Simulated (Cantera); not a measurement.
Gas mixture: 37.8 % CO2, 5.49 % C2H4, 56.7 % CO, at 0.353 Torr, frozen composition.

Cantera's kinetic-theory transport with the Lennard-Jones parameters of GRI-Mech 3.0, ideal gas; thermal conductivity in the multicomponent form. The composition is frozen, though it would react at the higher temperatures.

D: mixture-averaged diffusion coefficient of that species in the mixture.

```csv
T (K),ρ (kg/m³),cp (J/kg/K),μ (µPa s),λ (mW/m/K),Pr,D (cm²/s) C2H2,D (cm²/s) CO2,D (cm²/s) CH4
400,0.000481,1032,20.5,29.3,0.722,529,554,716
500,0.000385,1092,24.4,36.8,0.726,791,826,1060
600,0.000321,1146,28.1,44.1,0.728,1090,1140,1460
700,0.000275,1195,[?],[?],0.730,[?],[?],[?]
800,0.000241,1237,34.5,58.5,0.731,1800,1870,2390
900,0.000214,1274,37.5,65.3,0.731,2200,2280,2920
1000,0.000193,1307,40.3,[?],0.732,[?],[?],[?]
1100,0.000175,1334,43.0,78.4,0.732,3100,3210,4100
```

Task: Fill in the missing entries.

Result: 
- 700, μ (µPa s): 31.4
- 700, λ (mW/m/K): 51.4
- 700, D (cm²/s) C2H2: 1430
- 700, D (cm²/s) CO2: 1490
- 700, D (cm²/s) CH4: 1910
- 1000, λ (mW/m/K): 72.0
- 1000, D (cm²/s) C2H2: 2640
- 1000, D (cm²/s) CO2: 2730
- 1000, D (cm²/s) CH4: 3490
